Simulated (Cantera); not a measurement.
What does this Cantera script print?

```python
import numpy as np
import cantera as ct

gas_names = """
    CL CL2 H HCL H2 N NH NH2 NH3 N2 N2H2 N2H4 Si SiCL SiCL2 SiCL3 SiCL4 SiH SiHCL3 SiH2 SiH2CL2 SiH3
    SiH3CL SiH4 SiN Si2 Si2N Si3
""".split()
cond_names = """
    NH4CL(a) NH4CL(b) Si(cr) Si(L) Si3N4(a)
""".split()


# ... load() reads the species with a 1 bar reference pressure and builds the phases ...
atoms = {
    'SiCl4': {'Si': 1, 'CL': 4},
    'NH3': {'N': 1, 'H': 3},
    'N2': {'N': 2},
}
top_T = {'Si3N4(a)': 2400}  # K; cautious upper limits of use, not melting points


# ... equilibrate(T, P, feed) seeds the gas with the atoms and calls Mixture.equilibrate('TP', solver="vcs", rtol=1e-11, max_steps=5000) ...
results = []
T = 1473.15  # K
P = 540  # Pa
for m in [3, 3.7, 4.5, 5.6, 6.9, 8.5, 10, 13]:
    feed = {'SiCl4': 1, 'NH3': m, 'N2': 2.5}  # mol
    mix = equilibrate(T, P, feed)
    results.append((T, P, feed, dict(zip(mix.species_names, mix.species_moles))))

top = {s: max(r[3][s] / sum(r[3][g] for g in gas_names) for r in results) for s in gas_names}
cols = sorted((s for s in top if top[s] > 0.0001), key=lambda s: -top[s])[:8]
seen = [c for c in cond_names if any(r[3].get(c, 0) > 1e-12 for r in results)]
print("log10 of partial pressures in bar; condensed amounts in mol")
print(f"{'n(NH3)':>10s}" + "".join(f"{s[:9]:>10s}" for s in cols + seen))
for T, P, feed, n in results:
    ng = sum(n[g] for g in gas_names)
    print(f"{feed['NH3']:10.4g}" + "".join(f"{np.log10(max(n[s] / ng * P / 1e5, 1e-99)):10.3f}" for s in cols)
          + "".join(f"{n.get(c, 0):10.4g}" for c in seen))
```

Result:

```
log10 of partial pressures in bar; condensed amounts in mol
    n(NH3)        H2        N2       HCL     SiCL2     SiCL3     SiCL4    SiHCL3         H  Si3N4(a)
         3    -2.784    -2.706    -2.824    -3.601    -4.560    -4.985    -5.972    -6.289    0.1519
       3.7    -2.721    -2.727    -2.853    -3.709    -4.729    -5.215    -6.109    -6.258    0.1762
       4.5    -2.670    -2.745    -2.888    -3.818    -4.899    -5.446    -6.254    -6.232     0.197
       5.6    -2.621    -2.764    -2.936    -3.950    -5.102    -5.721    -6.433    -6.207     0.218
       6.9    -2.581    -2.780    -2.988    -4.083    -5.308    -5.999    -6.619    -6.188    0.2357
       8.5    -2.548    -2.794    -3.047    -4.224    -5.524    -6.290    -6.818    -6.171    0.2512
        10    -2.526    -2.804    -3.096    -4.338    -5.698    -6.525    -6.981    -6.160    0.2618
        13    -2.497    -2.817    -3.182    -4.529    -5.990    -6.916    -7.258    -6.145    0.2765
```

Equilibrium computed with Cantera from the NASA thermochemical tables; the gas is ideal and each condensed phase is pure. The tables' values for SiCl3 are old estimates; treat these amounts as uncertain.
